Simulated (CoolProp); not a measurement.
n-perfluorohexane along the isobar 6870 kPa: Z from the reference equation and from simpler models built on Tc = 448.0 K, pc = 1742 kPa, ω = 0.497; each cubic takes its own stable root.

Computed with CoolProp (reference Helmholtz-energy equation of state, Gao 2022).

| T (K) | phase | reference |
|---|---|---|
| 297.5 | liquid | 0.5501 |
| 303.2 | liquid | 0.5446 |
| 308.9 | liquid | 0.5394 |
| 314.6 | liquid | 0.5345 |
| 320.4 | liquid | 0.5299 |
| 326.1 | liquid | 0.5256 |
| 331.8 | liquid | 0.5216 |
| 337.5 | liquid | 0.5178 |
| 343.3 | liquid | 0.5144 |
| 349 | liquid | 0.5112 |
| 354.7 | liquid | 0.5083 |
| 360.4 | liquid | 0.5057 |
| 366.2 | liquid | 0.5034 |
| 371.9 | liquid | 0.5013 |
| 377.6 | liquid | 0.4996 |

### Question
How far does each simpler model (Redlich-Kwong, Soave-Redlich-Kwong, Peng-Robinson) lie from the reference over these 15 states: mean and median of the absolute difference, and the worst?

### Answer
- Redlich-Kwong: mean 18.7 %, median 18.7 %, worst +19.1 % at 297.5 K and 6870 kPa
- Soave-Redlich-Kwong: mean 13.2 %, median 13.2 %, worst +13.6 % at 297.5 K and 6870 kPa
- Peng-Robinson: mean 0.7 %, median 0.7 %, worst +1.1 % at 297.5 K and 6870 kPa
